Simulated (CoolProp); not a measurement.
Properties of isobutene along the isotherm 23.55 °C (Tc = 144.9 °C, pc = 4.016 MPa, ω = 0.193).

Values from CoolProp's reference Helmholtz-energy equation of state, Lemmon 2005. It is a short technical equation, of lower accuracy than the large ones.

| p (MPa) | phase | Z | cp (kJ/(kg K)) | speed of sound (m/s) | isothermal compressibility (1/MPa) | expansivity (1/kK) |
|---|---|---|---|---|---|---|
| 0.43 | liquid | 0.01656 | 2.368 | 884.2 | 0.003131 | 2.133 |
| 0.861 | liquid | 0.03312 | 2.365 | ___ | 0.003084 | 2.112 |
| 1.29 | liquid | 0.04955 | 2.361 | 894.8 | 0.003039 | 2.093 |
| 1.72 | liquid | 0.06599 | 2.357 | 900.1 | 0.002996 | 2.074 |
| 2.15 | liquid | ___ | 2.354 | 905.2 | 0.002954 | 2.056 |
| 2.58 | liquid | ___ | 2.350 | 910.3 | ___ | 2.038 |
| 3.01 | liquid | 0.1150 | 2.347 | 915.3 | 0.002873 | 2.021 |
| 3.44 | liquid | 0.1313 | 2.344 | 920.3 | 0.002835 | 2.004 |
| 3.87 | liquid | 0.1476 | 2.341 | 925.2 | ___ | 1.987 |
| 4.3 | liquid | 0.1637 | 2.338 | 930.0 | 0.002762 | 1.971 |
| 4.73 | liquid | 0.1799 | 2.335 | 934.8 | 0.002727 | 1.956 |
| 5.16 | liquid | 0.1960 | ___ | 939.5 | 0.002693 | 1.941 |
| 5.59 | liquid | 0.2121 | 2.329 | 944.2 | 0.002660 | 1.926 |
| 6.02 | liquid | 0.2282 | 2.326 | ___ | 0.002628 | 1.911 |

Task: What belongs in the gaps?

Result: 
- 0.861, speed of sound (m/s): 889.6
- 2.15, Z: 0.08238
- 2.58, Z: 0.09873
- 2.58, isothermal compressibility (1/MPa): 0.002913
- 3.87, isothermal compressibility (1/MPa): 0.002798
- 5.16, cp (kJ/(kg K)): 2.332
- 6.02, speed of sound (m/s): 948.9
